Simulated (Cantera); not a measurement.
**Stirred combustor or abatement burner**

A perfectly stirred reactor is fed with 5.92 % C2H4, 18.5 % O2, 69.9 % N2, 5.69 % H2O, equivalence ratio 0.96, at 0.520 bar; it is adiabatic with a 800 K inlet, and is followed from long to short residence time, starting on the burning branch (τ in s: 0.025, 0.011, 0.0052, 0.0024, 0.0011, 0.00049, 0.00022, 0.0001, 4.6e-05, 2.1e-05, 9.4e-06).

Computed with Cantera and GRI-Mech 3.0 (53 species, 325 reactions). GRI-Mech 3.0 was tuned for natural gas; its chemistry of ethylene as a main component is partial and can be far from experiment.

```csv
τ (s),T (K),x C2H4,x O2,x H2O,x HO2,x CH2O,x NO,x CO2
0.025,2412,2.53e-6,0.0208,0.156,2.17e-6,3.97e-7,0.00270,0.0872
0.011,2375,5.14e-6,0.0228,0.153,2.21e-6,7.70e-7,0.00162,0.0843
0.0052,2322,9.48e-6,0.0251,0.150,2.35e-6,1.34e-6,0.000886,0.0805
0.0024,2253,1.77e-5,0.0278,0.145,2.73e-6,2.33e-6,0.000438,0.0762
0.0011,2179,3.43e-5,0.0304,0.141,3.43e-6,4.22e-6,0.000221,0.0721
0.00049,2106,7.14e-5,0.0332,0.137,4.56e-6,8.26e-6,0.000122,0.0679
0.00022,2041,0.000158,0.0365,0.134,6.45e-6,1.73e-5,7.47e-5,0.0629
0.00010,1977,0.000383,0.0418,0.133,1.08e-5,3.99e-5,4.78e-5,0.0551
4.6e-5,1884,0.00118,0.0534,0.131,2.84e-5,0.000111,2.54e-5,0.0401
2.1e-5,800,0.0592,0.185,0.0569,<1e-12,<1e-12,<1e-12,<1e-12
9.4e-6,800,0.0592,0.185,0.0569,<1e-12,<1e-12,<1e-12,<1e-12
```
x: mole fraction; the columns are a selection and need not sum to one.
